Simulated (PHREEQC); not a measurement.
Consider water at 25 °C and 300 atm with 19 mmol/kgw NaOH, 0.13 mmol/kgw K2SiO3 and 1 mmol/kgw (CH3)4NCl. Closed to the air; pH follows from the charge balance.

Equilibrium calculation in PHREEQC: ion-association model, phreeqc.dat.

Q: The ionic strength comes out as 0.0203 mol/kgw. What activity coefficients do Cl-, H3SiO4-, H2SiO4-2, K+, Na+ get?

A: Cl- 0.87, H3SiO4- 0.87, H2SiO4-2 0.59, K+ 0.87, Na+ 0.87.

No solid was allowed to form. Under pressure, the constants of complexes without a molar volume in the database are unreliable. (CH3)4N+ isn't in the database: it is added as a free cation with an ion size of 4 Å.
